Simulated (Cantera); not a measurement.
An adiabatic, constant-pressure homogeneous reactor starts with H₂ : O₂ : N₂ : H₂O = 1 : 0.455 : 2.32 : 1.1 (molar parts), at 1025 K and 100000 Pa. Integrator tolerance rtol = 1e-08.

Model: the H2/O2 subset of GRI-Mech 3.0, which has no nitrogen chemistry, integrated in Cantera.

Task: What does this change do: pressure from 100000 Pa to 2600000 Pa?

Result: 
```
quantity                                                              before                                      after
---------------------------------  -----------------------------------------  -----------------------------------------
time of steepest temperature rise                                    13.1 ms                                    4.13 ms
temperature at 0.700 s                                                2234 K                                     2262 K
equilibrium temperature                                               2234 K                                     2262 K
x(H₂) at 0.700 s                       0.0229 (gas-phase equilibrium 0.0229)      0.0207 (gas-phase equilibrium 0.0207)
x(O₂) at 0.700 s                   0.000770 (gas-phase equilibrium 0.000770)    5.17e-5 (gas-phase equilibrium 5.17e-5)
x(H₂O) at 0.700 s                        0.449 (gas-phase equilibrium 0.449)        0.454 (gas-phase equilibrium 0.454)
x(HO₂) at 0.700 s                    2.09e-7 (gas-phase equilibrium 2.09e-7)    6.83e-8 (gas-phase equilibrium 6.83e-8)
x(OH) at 0.700 s                     0.00298 (gas-phase equilibrium 0.00298)  0.000753 (gas-phase equilibrium 0.000753)
```
The hydrogen kinetics of GRI-Mech 3.0 are dated; newer H2 mechanisms differ, most at raised pressure. The pressure lies above the range GRI-Mech 3.0 was tuned for (to about 10 atm).
